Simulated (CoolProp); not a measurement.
Computed with CoolProp (reference Helmholtz-energy equation of state, Lemmon 2016).

Task: For R115, give the phase and the density (kg/m³), isothermal compressibility (1/MPa), expansivity (1/kK) at -76.85 °C and 0.172 MPa.

Result: 
- -76.85 °C and 0.172 MPa: liquid; density 1670, isothermal compressibility 0.00148, expansivity 1.93
